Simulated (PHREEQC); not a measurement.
A solution holds 0.038 mol/kgw HF, 0.00033 mol/kgw NaCl and 0.001 mol/kgw MnSO4, at 38 °C and 500 atm. Closed to the air; pH follows from the charge balance.

Equilibrium calculation in PHREEQC: ion-association model, phreeqc.dat.

Precipitation was switched off in this run.

Order these F species by the share of F that they hold, largest first: HF2-, F-, HF.

HF (84 %), F- (13 %), HF2- (2.9 %)

Order these Mn species by the share of Mn that they hold, largest first: MnSO4, MnF+, Mn+2.

Mn+2 (94 %), MnSO4 (4.8 %), MnF+ (1.6 %)

The pH is 2.31 and the ionic strength 0.00922 mol/kgw. Under pressure, the constants of complexes without a molar volume in the database are unreliable. Constants without temperature data keep their 25 °C values here.
